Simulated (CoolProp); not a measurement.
Saturation properties of R113.

Values from CoolProp's reference Helmholtz-energy equation of state, Marx 1992.

```
T (K)  p (MPa)  vapour density (kg/m³)  enthalpy of vaporisation (kJ/kg)  liquid cp (kJ/(kg K))  surface tension (mN/m)
-----  -------  ----------------------  --------------------------------  ---------------------  ----------------------
299    0.04635                   3.577                             151.1                 0.9186                    17.1
323.3   0.1102                   8.034                             143.5                 0.9431                    14.4
347.7   0.2287                   16.00                             135.2                 0.9710                    11.8
372.1   0.4260                   29.14                             125.8                  1.004                    9.29
396.4   0.7284                   49.79                             115.1                  1.046                    6.92
420.8    1.169                   82.07                             102.0                  1.109                    4.70
445.1    1.780                   133.8                             85.41                  1.226                    2.67
469.5    2.609                   229.7                             60.94                  1.620                   0.912
```

It boils at 320.7 K under 1 atm.

Surface tension comes from a separate correlation (Mulero 2012).
